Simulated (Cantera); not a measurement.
An adiabatic, constant-pressure homogeneous reactor starts with CH3OH : O2 : N2 : H2O = 1 : 0.682 : 5.39 : 0.46 (molar parts), at 1223 K and 750 Torr.

Computed with Cantera and GRI-Mech 3.0 (53 species, 325 reactions). GRI-Mech 3.0 was tuned for natural gas; its chemistry of methanol as a main component is partial and can be far from experiment.

**Question.** Predict: time of steepest temperature rise; temperature at 0.100 s; equilibrium temperature; x(O2) at 0.100 s; x(H2) at 0.100 s; x(NO) at 0.100 s.

**Answer.** 
| Quantity | Result |
|---|---|
| time of steepest temperature rise | 5.64 ms |
| temperature at 0.100 s | 1949 K |
| equilibrium temperature | 1949 K |
| x(O2) at 0.100 s | 1.09e-7 (gas-phase equilibrium 1.09e-7) |
| x(H2) at 0.100 s | 0.103 (gas-phase equilibrium 0.103) |
| x(NO) at 0.100 s | 2.36e-6 (gas-phase equilibrium 4.21e-6) |
